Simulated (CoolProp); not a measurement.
CF4 (R14) along the isobar 0.935 MPa: density (kg/m³) from the reference equation and from simpler models built on Tc = 227.4 K, pc = 3.762 MPa, ω = 0.178; each cubic takes its own stable root.

Model: reference Helmholtz-energy equation of state, Platzer 1990, in CoolProp. This equation is an older, rougher fit; its heat capacities, sound speeds and derivatives of the liquid may be far off and weren't checked against measurements.

```json
[
 {"T (K)": "171.4", "phase": "liquid", "reference": "1456", "van der Waals": "69.57", "Soave-Redlich-Kwong": "1407", "Peng-Robinson": "1594"},
 {"T (K)": "188.8", "phase": "gas", "reference": "63.51", "van der Waals": "___", "Soave-Redlich-Kwong": "63.42", "Peng-Robinson": "___"},
 {"T (K)": "206.1", "phase": "gas", "reference": "___", "van der Waals": "53.50", "Soave-Redlich-Kwong": "54.99", "Peng-Robinson": "55.64"},
 {"T (K)": "223.4", "phase": "gas", "reference": "48.96", "van der Waals": "___", "Soave-Redlich-Kwong": "48.98", "Peng-Robinson": "49.50"},
 {"T (K)": "240.7", "phase": "gas", "reference": "44.39", "van der Waals": "___", "Soave-Redlich-Kwong": "44.37", "Peng-Robinson": "44.79"},
 {"T (K)": "258", "phase": "gas", "reference": "40.72", "van der Waals": "40.65", "Soave-Redlich-Kwong": "40.68", "Peng-Robinson": "41.03"},
 {"T (K)": "275.3", "phase": "gas", "reference": "37.69", "van der Waals": "37.74", "Soave-Redlich-Kwong": "___", "Peng-Robinson": "37.93"},
 {"T (K)": "292.7", "phase": "gas", "reference": "35.11", "van der Waals": "35.22", "Soave-Redlich-Kwong": "35.04", "Peng-Robinson": "35.29"},
 {"T (K)": "310", "phase": "gas", "reference": "32.90", "van der Waals": "33.06", "Soave-Redlich-Kwong": "32.83", "Peng-Robinson": "33.05"},
 {"T (K)": "327.3", "phase": "gas", "reference": "30.97", "van der Waals": "31.15", "Soave-Redlich-Kwong": "30.91", "Peng-Robinson": "31.10"},
 {"T (K)": "344.6", "phase": "gas", "reference": "29.28", "van der Waals": "29.47", "Soave-Redlich-Kwong": "29.21", "Peng-Robinson": "29.38"}
]
```

### Question
Complete the blanks.

### Answer

- 188.8, van der Waals: 60.24
- 188.8, Peng-Robinson: 64.27
- 206.1, reference: 54.95
- 223.4, van der Waals: 48.29
- 240.7, van der Waals: 44.11
- 275.3, Soave-Redlich-Kwong: 37.63

At some of these states van der Waals gives the other phase, because its saturation line lies elsewhere.
